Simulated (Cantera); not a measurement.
Cantera run, input and output.

```python
import numpy as np
import cantera as ct

gas = ct.Solution("gri30.yaml")
gas.TPX = 1425, 1800000, {'CH4': 1, 'CO': 0.21, 'O2': 5.01, 'N2': 18.8, 'H2O': 5.5}
reactor = ct.IdealGasConstPressureReactor(gas, energy="on", clone=False)
net = ct.ReactorNet([reactor])
net.rtol, net.atol = 1e-08, 1e-16
show = ['CH4', 'CO', 'O2', 'NO', 'HCO', 'H']
times = np.geomspace(1e-06, 0.7, 11)

steps = ct.SolutionArray(gas, extra=["t"])
rows = []
print(f"{'t/s':>10s}{'T/K':>9s}{'P/Pa':>11s}" + "".join(f"{s:>11s}" for s in show))
for t in times:
    while net.time < t:
        t_next = net.step()
        steps.append(gas.state, t=t_next)
    rows.append([np.interp(t, steps.t, y) for y in (steps.T, steps.P, *steps(*show).X.T)])
    print(f"{t:10.3e}{rows[-1][0]:9.1f}{rows[-1][1]:11.4g}" + "".join(f"{x:11.3e}" for x in rows[-1][2:]))
rate = np.gradient(steps.T, steps.t)
print("integrator steps:", len(steps.t))
if steps.T.max() > steps.T[0] + 200:
    print(f"time of steepest temperature rise: {steps.t[rate.argmax()]:.4e} s")
gas.TPX = 1425, 1800000, {'CH4': 1, 'CO': 0.21, 'O2': 5.01, 'N2': 18.8, 'H2O': 5.5}
gas.equilibrate("HP")
print(f"equilibrium (HP): T = {gas.T:.1f} K  " + "  ".join(f"{s} {gas[s].X[0]:.3e}" for s in show))
```

Output:

```
       t/s      T/K       P/Pa        CH4         CO         O2         NO        HCO          H
 1.000e-06   1425.0    1.8e+06  3.277e-02  6.881e-03  1.642e-01  8.952e-17  1.452e-13  5.652e-10
 3.842e-06   1425.0    1.8e+06  3.276e-02  6.881e-03  1.642e-01  5.522e-16  1.030e-12  1.408e-09
 1.476e-05   1425.0    1.8e+06  3.275e-02  6.880e-03  1.641e-01  6.358e-15  2.448e-11  5.948e-09
 5.669e-05   1425.9    1.8e+06  3.255e-02  6.876e-03  1.640e-01  1.457e-13  1.414e-09  4.648e-08
 2.178e-04   2016.9    1.8e+06  1.611e-09  1.348e-02  1.008e-01  4.884e-07  8.134e-09  1.272e-04
 8.367e-04   2121.1    1.8e+06  1.433e-16  1.046e-04  9.492e-02  2.296e-05  4.939e-12  9.571e-06
 3.214e-03   2120.9    1.8e+06  6.303e-21  1.045e-04  9.488e-02  1.057e-04  4.928e-12  9.557e-06
 1.235e-02   2120.3    1.8e+06  4.604e-21  1.041e-04  9.473e-02  4.181e-04  4.886e-12  9.502e-06
 4.743e-02   2118.0    1.8e+06  4.429e-21  1.026e-04  9.418e-02  1.522e-03  4.743e-12  9.311e-06
 1.822e-01   2112.3    1.8e+06  4.009e-21  9.907e-05  9.282e-02  4.253e-03  4.404e-12  8.852e-06
 7.000e-01   2108.7    1.8e+06  3.762e-21  9.693e-05  9.198e-02  5.935e-03  4.207e-12  8.579e-06
integrator steps: 1584
time of steepest temperature rise: 2.1283e-04 s
equilibrium (HP): T = 2108.7 K  CH4 5.565e-21  CO 9.689e-05  O2 9.197e-02  NO 5.966e-03  HCO 4.203e-12  H 8.574e-06
```

Model: GRI-Mech 3.0 (53 species, 325 reactions), integrated in Cantera. The pressure lies above the range GRI-Mech 3.0 was tuned for (to about 10 atm).
